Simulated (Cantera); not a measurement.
# N2O furnace oxynitridation

A perfectly stirred reactor is fed with 64.1 % N₂O, 35.9 % N₂, at 1.01 bar; it is held at 1200 K, and followed from long to short residence time.

Computed with Cantera and GRI-Mech 3.0 (53 species, 325 reactions). GRI-Mech 3.0 was tuned for natural gas; its chemistry of N2O as a main component is partial and can be far from experiment. The mechanism lacks the step 2 NO + O2 → 2 NO2, which can matter for NO2 below about 1400 K. The temperature is held fixed by assumption; the heat of reaction is taken as removed at once.

```
τ (s)    x N₂O      x O      x O₂     x NO₂      x NO   x N₂
-------  -----  -------  --------  --------  --------  -----
4.6      0.171  9.23e-7     0.165  0.000293    0.0257  0.638
1.0      0.379  1.35e-6    0.0901  0.000203    0.0181  0.513
0.23     0.547  1.61e-6    0.0321   7.64e-5   0.00716  0.414
0.052    0.616  1.70e-6   0.00838   1.74e-5   0.00193  0.373
0.012    0.635  1.72e-6   0.00200   2.51e-6  0.000466  0.362
0.0026   0.640  1.72e-6  0.000437   1.90e-7  0.000102  0.360
0.00059  0.641  1.70e-6   9.81e-5   1.10e-8   2.30e-5  0.359
0.00013  0.641  1.61e-6   2.05e-5  4.97e-10   4.81e-6  0.359
```
x: mole fraction; the columns are a selection and need not sum to one.
